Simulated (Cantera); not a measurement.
Input (Python, Cantera) and output of one run.

```python
import numpy as np
import cantera as ct

gas_names = [...]  # 87 gases of nasa_gas.yaml made of C, H, Si
cond_names = """
    C(gr) C6H6(L) C7H8(L) C8H18(L),n-octa Si(cr) Si(L) SiC(b)
""".split()


# ... load() reads the species with a 1 bar reference pressure and builds the phases ...
atoms = {
    'Si(CH3)4': {'Si': 1, 'C': 4, 'H': 12},
    'C3H8': {'C': 3, 'H': 8},
    'H2': {'H': 2},
    'CH4': {'C': 1, 'H': 4},
}
top_T = {'C(gr)': 4500, 'SiC(b)': 3050}  # K; cautious upper limits of use, not melting points


# ... equilibrate(T, P, feed) seeds the gas with the atoms and calls Mixture.equilibrate('TP', solver="vcs", rtol=1e-11, max_steps=5000) ...
results = []
feed = {'Si(CH3)4': 1, 'C3H8': 0.012, 'H2': 230, 'CH4': 0.36}  # mol
T = 1700  # K
P = 1000  # Pa
mix = equilibrate(T, P, feed)
results.append((T, P, feed, dict(zip(mix.species_names, mix.species_moles))))
print(gas.report(threshold=1e-06))
for i in range(1, mix.n_phases):
    print(f"{mix.phase(i).name:16s} {mix.phase_moles(i):12.5e} mol")
```

It prints:

```
       temperature   1700 K
          pressure   1000 Pa
           density   0.00014266 kg/m^3
  mean mol. weight   2.0165 kg/kmol
   phase of matter   gas

                          1 kg             1 kmol
                     ---------------   ---------------
          enthalpy        2.1426e+07        4.3205e+07  J
   internal energy        1.4417e+07        2.9071e+07  J
           entropy        1.0977e+05        2.2134e+05  J/K
    Gibbs function       -1.6518e+08       -3.3308e+08  J
 heat capacity c_p             16424             33119  J/K
 heat capacity c_v             12301             24804  J/K

                      mass frac. Y      mole frac. X     chem. pot. / RT
                     ---------------   ---------------   ---------------
               CH4        8.6872e-05        1.0919e-05           -49.594
    C2H2,acetylene        0.00094633        7.3287e-05           -28.442
                 H        0.00073599         0.0014723           -11.791
                H2           0.99821           0.99844           -23.582
                Si        1.4019e-05        1.0066e-06           -9.1345
     [  +82 minor]        8.8227e-06         7.482e-07

C(gr)             3.35891e+00 mol
Si(L)             0.00000e+00 mol
SiC(b)            9.99670e-01 mol
```

Equilibrium computed with Cantera from the NASA thermochemical tables; the gas is ideal and each condensed phase is pure.
